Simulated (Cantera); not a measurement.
Feed: 1 mol FeS2, 5.4 mol H2, 0.6 mol H2O, held at 1950 °C and 1.20 mbar.

These are equilibrium values from Cantera (NASA tables, ideal gas, pure condensed phases), not measurements of a reactor. Candidate condensed phases: Fe, FeO, Fe(OH)2, Fe(OH)3, FeS, FeSO4, FeS2, Fe2O3, Fe2(SO4)3, Fe3O4, H2O, H2SO4, S; 22 gas species. Rates play no part.

Base state: H2 0.545, H 0.137, Fe 0.110, S 0.0757, S2 0.0490, H2O 0.0354, SO 0.0243, SH 0.0182 (mole fractions); condensed: gas only.

Problem. What changes in the equilibrium state with this change: temperature from 1950 °C to 1475 °C?

Solution. 
| species | before | after |
|---|---|---|
| H2 | 0.545 | 0.747 |
| S2 | 0.0490 | 0.124 |
| H2O | 0.0354 | 0.0784 |
| H | 0.137 | 0.00570 |
| Fe | 0.110 | 0.0113 |
| S | 0.0757 | 0.00491 |
| H2S | 0.00143 | 0.0118 |
| SO | 0.0243 | 0.00374 |
| SH | 0.0182 | 0.0115 |
| O | 0.000222 | 2.10e-7 |
| OH | 0.00128 | 3.49e-5 |
| FeO | 0.000229 | 1.18e-5 |
| SO2 | 0.00227 | 0.00118 |
| S2O | 4.13e-5 | 6.39e-5 |
| Fe(δ), mol | 0 | 0.920 |
